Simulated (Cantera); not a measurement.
Charge: 1 mol SiHCl3, 34 mol N2, 17 mol H2, at 1500 Pa.

Method: chemical equilibrium by Gibbs-energy minimisation in Cantera with the NASA 1993 tables (ideal gas, pure condensed phases). Candidate condensed phases: NH4Cl, Si, Si3N4; 28 gas species. N2 is the only nitrogen source here; it is nearly inert below about 1500 K, so the nitride shown seldom forms there in practice. Rates play no part.

Question: At 827 °C, list the 3 most abundant gas species with their mole fractions, and the condensed phases.

Answer: N2 0.637, H2 0.306, HCl 0.0573. Condensed: Si3N4(s).
